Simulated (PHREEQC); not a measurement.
# Polishing slurry liquid: an equilibrium model

Consider water at 79 °C with 0.3 mol/kgw K2CO3 and 5.4e-05 mol/kgw H4SiO4. Closed to the air; pH follows from the charge balance.

The numbers come from PHREEQC with the ion-association model, phreeqc.dat.

```
Property                  Result
-----------------  -------------
pH                         10.67
ionic strength     0.880 mol/kgw
activity of water          0.984
density              1.008 g/cm³
total alkalinity      600 meq/kg
```

```json
[
 {"species": "K+", "molality": "0.600", "activity": "0.345", "log γ": "-0.240"},
 {"species": "CO3-2", "molality": "0.280", "activity": "0.0455", "log γ": "-0.788"},
 {"species": "HCO3-", "molality": "0.0204", "activity": "0.0130", "log γ": "-0.197"},
 {"species": "OH-", "molality": "0.0204", "activity": "0.0114", "log γ": "-0.253"},
 {"species": "H3SiO4-", "molality": "4.64e-5", "activity": "2.70e-5", "log γ": "-0.236"},
 {"species": "H2SiO4-2", "molality": "6.81e-6", "activity": "1.11e-6", "log γ": "-0.788"},
 {"species": "H4SiO4", "molality": "8.18e-7", "activity": "1.00e-6", "log γ": "0.088"},
 {"species": "CO2", "molality": "4.97e-7", "activity": "6.08e-7", "log γ": "0.088"}
]
```

Precipitation was switched off in this run. Ionic strength above about 0.7 mol/kgw puts this run outside the model's range. Constants without temperature data keep their 25 °C values here.
